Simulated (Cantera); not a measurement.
Input: 1 mol V2O5, 210 mol H2, 45 mol N2, equilibrated at 1723.15 K and 18.0 Torr.

Equilibrium computed with Cantera from the NASA thermochemical tables; the gas is ideal and each condensed phase is pure. Candidate condensed phases: H2O, V, VN, VO, V2O3, V2O4, V2O5; 28 gas species. Mutual solubility and eutectic melting of coexisting phases are not modelled. VO: taken at fixed stoichiometry. Condensed phases not in the tables: the oxides between V2O3 and V2O5 other than VO2. Kinetics and transport are ignored.

Base state: H2 0.814, N2 0.176, H2O 0.00874, H 0.00106 (mole fractions); condensed: VO(s) + V2O3(s).

### Question
What changes in the equilibrium state with this change: temperature from 1723.15 K to 1823.15 K?

### Answer
| species | before | after |
|---|---|---|
| H2 | 0.814 | 0.809 |
| N2 | 0.176 | 0.176 |
| H2O | 0.00874 | 0.0117 |
| H | 0.00106 | 0.00252 |
| VO2 | 3.73e-6 | 2.47e-5 |
| VO(s), mol | 0.460 | 1.99 |
| V2O3(s), mol | 0.770 | 0 |
